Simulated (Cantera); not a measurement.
**Adiabatic ignition**

An adiabatic, constant-volume homogeneous reactor starts with 5.11 % CH₄, 17.3 % O₂, 64.9 % N₂, 9.20 % H₂O, 3.43 % H₂, at 1123 K and 12.0 bar.

Computed with Cantera and GRI-Mech 3.0 (53 species, 325 reactions). The pressure lies above the range GRI-Mech 3.0 was tuned for (to about 10 atm).

```tsv
t (s)	T (K)	P (bar)	x CH₄	x O₂	x H₂O	x CO₂	x C₂H₂
5.00e-6	1123	12.0	0.0511	0.173	0.0920	<1e-12	<1e-12
1.21e-5	1123	12.0	0.0511	0.173	0.0920	<1e-12	<1e-12
2.94e-5	1123	12.0	0.0511	0.173	0.0920	<1e-12	<1e-12
7.13e-5	1123	12.0	0.0511	0.173	0.0920	<1e-12	<1e-12
0.000173	1123	12.0	0.0511	0.173	0.0920	<1e-12	<1e-12
0.000419	1123	12.0	0.0511	0.173	0.0920	5.42e-11	<1e-12
0.00102	1131	12.1	0.0507	0.173	0.0929	2.12e-7	4.91e-11
0.00246	2588	27.3	<1e-12	0.0503	0.225	0.0493	<1e-12
0.00597	2579	27.2	<1e-12	0.0484	0.225	0.0494	<1e-12
0.0145	2579	27.2	<1e-12	0.0484	0.225	0.0494	<1e-12
0.0351	2579	27.2	<1e-12	0.0484	0.225	0.0494	<1e-12
0.0851	2579	27.2	<1e-12	0.0484	0.225	0.0494	<1e-12
0.206	2579	27.2	<1e-12	0.0484	0.225	0.0494	<1e-12
0.500	2579	27.2	<1e-12	0.0484	0.225	0.0494	<1e-12
```
x: mole fraction; the columns are a selection and need not sum to one.

The time of steepest temperature rise is 1.44 ms and the temperature at 0.500 s is 2579 K. The equilibrium temperature is 2579 K. The x(CH₄) at 0.500 s is <1e-12 (gas-phase equilibrium <1e-12) and the x(O₂) at 0.500 s is 0.0484 (gas-phase equilibrium 0.0484). The x(H₂O) at 0.500 s comes out as 0.225 (gas-phase equilibrium 0.225).
